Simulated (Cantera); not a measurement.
V + N₂O + H₂ + H₂O (tantalum, niobium, vanadium and zirconium in process gases)

A closed system holds: 1 mol V, 7.8 mol N₂O, 190 mol H₂, 2 mol H₂O, at 1498.15 K and 0.100 bar.

Method: chemical equilibrium by Gibbs-energy minimisation in Cantera with the NASA 1993 tables (ideal gas, pure condensed phases). Candidate condensed phases: H₂O, V, VN, VO, V₂O₃, V₂O₄, V₂O₅; 28 gas species. Condensed phases not in the tables: the oxides between V₂O₃ and V₂O₅ other than VO₂. Equilibrium is a limit: real reactors are often held back by kinetics, nucleation or transport.

| Item | Result |
|---|---|
| x(H₂) | 0.919 |
| x(H₂O) | 0.0415 |
| x(N₂) | 0.0390 |
| x(H) | 5.22e-5 |
| x(NH₃) | 1.08e-6 |
| n(V₂O₃(s)) | 0.500 mol |
| gas amount | 199.8 mol |
| log10 activity of V(s) (absent) | -4.10 |
| log10 activity of V₂O₅(l) (absent) | -10.01 |
